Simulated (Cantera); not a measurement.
Feed: 1 mol FeCl3, 1.7 mol HCl, 0.13 mol N2, 34 mol H2, at 2000 K and 10.0 Torr.

Equilibrium computed with Cantera from the NASA thermochemical tables; the gas is ideal and each condensed phase is pure. Candidate condensed phases: Fe, FeCl2, FeCl3, NH4Cl; 18 gas species. Kinetics and transport are ignored.

Task: What is the equilibrium state?

Result: 
- x(H2): 0.854
- x(HCl): 0.103
- x(Fe): 0.0166
- x(H): 0.0130
- x(FeCl2): 0.00949
- x(N2): 0.00340
- x(Cl): 0.00117
- x(FeCl): 7.68e-5
- gas amount: 38.24 mol
- log10 activity of Fe(l) (absent): -0.22
- log10 activity of FeCl2(l) (absent): -5.50
